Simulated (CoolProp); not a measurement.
The fluid at 356 K and 0.571 MPa expands adiabatically to 0.0711 MPa with isentropic efficiency 1. The same conditions are run with several fluids, on thermodynamics alone (safety and materials aside).

Values from CoolProp's reference Helmholtz-energy equation of state of each fluid (carbon monoxide: Lemmon 2006; R13: Platzer 1990; oxygen: Schmidt 1985; nitrogen: Span 2000; R142b: Lemmon 2006). The equations of Platzer and Polt are older, rougher fits.

| fluid | work (kJ/kg) | final temperature (K) | final density (kg/m³) |
|---|---|---|---|
| carbon monoxide | 166 | 196.2 | 1.22 |
| R13 | 51.3 | 274.9 | 3.28 |
| oxygen | 145 | 196.9 | 1.39 |
| nitrogen | 166 | 196.2 | 1.22 |
| R142b | 52.8 | 287.7 | 3.05 |

Above 300 K oxygen's equation is extrapolated.
